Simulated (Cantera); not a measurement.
A diamond (100) surface in a fixed gas of H2 with x(CH4) = 0.0023, x(H) = 0.0038, at 1200 K, 0.0180 bar; coverages are run to steady state.

Model: the Harris–Goodwin 1993 mechanism for the reconstructed diamond (100) surface, integrated in Cantera.

θ: site fractions in the mechanism's names (c6HH fully hydrogenated, c6H* and c6*H radical sites, c6** diradical, c6HM methylated).

```json
[
 {"x(CH3)": "1e-06", "growth (µm/h)": "(withheld)", "θ c6HH": "0.444", "θ c6H*": "0.0382", "θ c6*H": "0.489", "θ c6**": "0.0286", "θ c6HM": "6.20e-6"},
 {"x(CH3)": "2.8e-06", "growth (µm/h)": "(withheld)", "θ c6HH": "0.444", "θ c6H*": "0.0382", "θ c6*H": "0.489", "θ c6**": "0.0286", "θ c6HM": "1.74e-5"},
 {"x(CH3)": "7.9e-06", "growth (µm/h)": "(withheld)", "θ c6HH": "0.444", "θ c6H*": "0.0382", "θ c6*H": "0.489", "θ c6**": "0.0286", "θ c6HM": "4.89e-5"},
 {"x(CH3)": "2.2e-05", "growth (µm/h)": "(withheld)", "θ c6HH": "0.444", "θ c6H*": "0.0382", "θ c6*H": "0.489", "θ c6**": "0.0286", "θ c6HM": "0.000136"},
 {"x(CH3)": "6.2e-05", "growth (µm/h)": "(withheld)", "θ c6HH": "0.444", "θ c6H*": "0.0382", "θ c6*H": "0.488", "θ c6**": "0.0285", "θ c6HM": "0.000383"},
 {"x(CH3)": "0.00018", "growth (µm/h)": "(withheld)", "θ c6HH": "0.443", "θ c6H*": "0.0381", "θ c6*H": "0.488", "θ c6**": "0.0283", "θ c6HM": "0.00111"},
 {"x(CH3)": "0.00049", "growth (µm/h)": "(withheld)", "θ c6HH": "0.442", "θ c6H*": "0.0380", "θ c6*H": "0.486", "θ c6**": "0.0276", "θ c6HM": "0.00299"},
 {"x(CH3)": "0.0014", "growth (µm/h)": "(withheld)", "θ c6HH": "0.438", "θ c6H*": "0.0376", "θ c6*H": "0.481", "θ c6**": "0.0260", "θ c6HM": "0.00828"},
 {"x(CH3)": "0.0039", "growth (µm/h)": "(withheld)", "θ c6HH": "0.428", "θ c6H*": "0.0366", "θ c6*H": "0.468", "θ c6**": "0.0223", "θ c6HM": "0.0215"}
]
```

Question: Fill in the missing entries.

Answer: 
- 1e-06, growth (µm/h): 0.00294
- 2.8e-06, growth (µm/h): 0.00822
- 7.9e-06, growth (µm/h): 0.0232
- 2.2e-05, growth (µm/h): 0.0646
- 6.2e-05, growth (µm/h): 0.182
- 0.00018, growth (µm/h): 0.524
- 0.00049, growth (µm/h): 1.40
- 0.0014, growth (µm/h): 3.84
- 0.0039, growth (µm/h): 9.62
